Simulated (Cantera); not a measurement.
Feed: 1 mol Fe₂O₃, 0.79 mol C, 0.87 mol N₂, at 2175 K and 1.60 bar.

These are equilibrium values from Cantera (NASA tables, ideal gas, pure condensed phases), not measurements of a reactor. Candidate condensed phases: C, Fe, Fe(CO)₅, FeO, Fe₂O₃, Fe₃O₄; 27 gas species. The tables' stoichiometric FeO is somewhat more stable than real wüstite, so its field is too wide. FeO: taken at fixed stoichiometry. The numbers say what is thermodynamically allowed, not how fast it happens.

Base state: N₂ 0.524, CO 0.349, CO₂ 0.127, Fe 0.000349, NO 3.08e-5, FeO 1.93e-5 (mole fractions); condensed: FeO(l).

**Question.** What changes in the equilibrium state with this change: C from 0.79 to 1.1 mol?

**Answer.** 
| species | before | after |
|---|---|---|
| CO | 0.349 | 0.511 |
| N₂ | 0.524 | 0.441 |
| CO₂ | 0.127 | 0.0471 |
| Fe | 0.000349 | 0.00138 |
| NO | 3.08e-5 | 7.18e-6 |
| FeO | 1.93e-5 | 1.93e-5 |
| FeO(l), mol | 2.00 | 1.81 |
| Fe(l), mol | 0 | 0.190 |
Each liquid is taken as pure. Mutual solubility and eutectic melting of coexisting phases are not modelled.
